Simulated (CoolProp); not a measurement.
Saturated liquid density (kg/m³) of carbon monoxide: the reference equation beside estimates from Tc = 132.9 K, pc = 3498 kPa, ω = 0.050. Rackett uses Z = 0.29056 − 0.08775 ω.

The numbers come from the reference Helmholtz-energy equation of state, Lemmon 2006 in CoolProp. It is a short technical equation, of lower accuracy than the large ones.

```tsv
T (K)	reference	Rackett	van der Waals	Redlich-Kwong	Peng-Robinson
81.2	795.1	805.5	542.6	797.6	896.0
85.5	776.1	786.9	530.0	775.7	873.3
89.9	755.8	767.0	516.4	751.9	848.3
94.2	735.1	746.6	502.3	726.9	821.8
98.5	713.3	725.2	487.3	700.1	793.1
102.8	690.2	702.5	471.2	671.2	761.7
107.2	664.8	677.5	453.3	639.1	726.4
111.5	637.7	651.0	434.2	604.7	687.9
115.8	607.8	621.6	413.0	566.5	644.5
```

Absolute difference from the reference over all 9 rows, mean and median: Rackett 1.7 and 1.7 %, van der Waals 31.8 and 31.7 %, Redlich-Kwong 2.5 and 1.9 %, Peng-Robinson 10.4 and 11.2 %.
